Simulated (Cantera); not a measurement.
An isothermal, constant-pressure homogeneous reactor starts with 47.6 % C2H6, 52.4 % N2, at 1325 K and 0.133 bar.

Model: GRI-Mech 3.0 (53 species, 325 reactions), integrated in Cantera. GRI-Mech 3.0 stops at C3 and has no aromatics, soot or wall deposition, so with more carbon than oxygen in the feed, carbon stays in small species such as C2H2 where larger ones or solid carbon would form.

x: mole fraction; the columns are a selection and need not sum to one.

```tsv
t (s)	x C2H6	x HCN	x CH3	x CH4	x C2H	x H
0.00100	0.372	3.48e-10	0.000921	0.0151	2.38e-10	2.55e-5
0.00314	0.206	4.71e-10	0.000724	0.0444	8.29e-10	3.04e-5
0.00988	0.0361	5.34e-10	0.000323	0.0836	2.44e-9	3.37e-5
0.0311	0.00209	5.33e-10	7.48e-5	0.0892	1.71e-9	1.27e-5
0.0977	___	5.17e-10	___	0.0870	9.57e-10	___
0.307	___	4.95e-10	___	0.0837	1.06e-9	___
0.965	7.54e-5	4.72e-10	1.65e-5	0.0803	1.10e-9	4.01e-6
3.04	4.35e-5	4.67e-10	1.37e-5	0.0797	9.86e-10	3.44e-6
9.54	4.23e-5	4.76e-10	1.37e-5	0.0812	9.67e-10	3.36e-6
30.0	4.20e-5	5.04e-10	1.38e-5	0.0850	9.32e-10	3.22e-6
```

Q: What belongs in the gaps?

A: 
- 0.0977, x C2H6: 0.000294
- 0.0977, x CH3: 2.79e-5
- 0.0977, x H: 5.31e-6
- 0.307, x C2H6: 0.000162
- 0.307, x CH3: 2.15e-5
- 0.307, x H: 4.63e-6
